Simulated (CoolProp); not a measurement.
A simple Rankine cycle with water: condensing at 315.15 K, boiler at 0.0523 MPa, turbine inlet 395.6 K, turbine efficiency 0.65, pump efficiency 0.6, no recuperator. Each further row changes one setting.

Values from CoolProp's reference Helmholtz-energy equation of state, Wagner 2002.

```json
[
 {"case": "as stated", "thermal efficiency (%)": "[?]", "net work (kJ/kg)": "185", "heat in (kJ/kg)": "2550", "turbine exit temperature (K)": "315.1", "volume ratio over the turbine": "[?]"},
 {"case": "turbine inlet 415.6 K", "thermal efficiency (%)": "7.4", "net work (kJ/kg)": "191", "heat in (kJ/kg)": "2590", "turbine exit temperature (K)": "315.1", "volume ratio over the turbine": "[?]"},
 {"case": "condensing temperature 307.15 K", "thermal efficiency (%)": "[?]", "net work (kJ/kg)": "223", "heat in (kJ/kg)": "[?]", "turbine exit temperature (K)": "307.1", "volume ratio over the turbine": "[?]"},
 {"case": "boiler pressure 0.0366 MPa", "thermal efficiency (%)": "[?]", "net work (kJ/kg)": "152", "heat in (kJ/kg)": "2550", "turbine exit temperature (K)": "315.1", "volume ratio over the turbine": "3.55"},
 {"case": "turbine efficiency 0.55", "thermal efficiency (%)": "[?]", "net work (kJ/kg)": "156", "heat in (kJ/kg)": "2550", "turbine exit temperature (K)": "315.1", "volume ratio over the turbine": "5.07"}
]
```

Q: Fill in the missing entries.

A: 
- as stated, thermal efficiency (%): 7.2
- as stated, volume ratio over the turbine: 5.01
- turbine inlet 415.6 K, volume ratio over the turbine: 4.83
- condensing temperature 307.15 K, thermal efficiency (%): 8.6
- condensing temperature 307.15 K, heat in (kJ/kg): 2580
- condensing temperature 307.15 K, volume ratio over the turbine: 7.47
- boiler pressure 0.0366 MPa, thermal efficiency (%): 5.9
- turbine efficiency 0.55, thermal efficiency (%): 6.1

The expansion ends wet for: as stated; turbine inlet 415.6 K; condensing temperature 307.15 K; boiler pressure 0.0366 MPa; turbine efficiency 0.55.
